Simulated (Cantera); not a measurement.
A closed system holds: 1 mol borazine, 1.2 mol H2, 0.11 mol O2, held at 63.0 mbar.

Cantera equilibrium calculation (NASA polynomials, part measured and part estimated; ideal gas, pure solids and liquids). Candidate condensed phases: B, BN, B2O3, B3O3H3, H2O; 39 gas species. The feed counts by its element totals alone. The tables' values for BH2 are old estimates; treat these amounts as uncertain. Kinetics and transport are ignored.

Problem. At 1602 °C, list the 5 most abundant gas species with their mole fractions, and the condensed phases.

Solution. H2 0.932, HBO 0.0333, N2 0.0234, B2O2 0.00397, H 0.00252. Condensed: BN(s).
